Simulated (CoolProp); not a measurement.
Computed with CoolProp (reference Helmholtz-energy equation of state, Lemmon 2013).

Question: For propylene, give the phase and the Z, cp (kJ/(kg K)), cv (kJ/(kg K)), speed of sound (m/s) at 410.6 K and 9.76 MPa.

Answer: 
- 410.6 K and 9.76 MPa: supercritical; Z 0.440, cp 4.21, cv 1.95, speed of sound 266
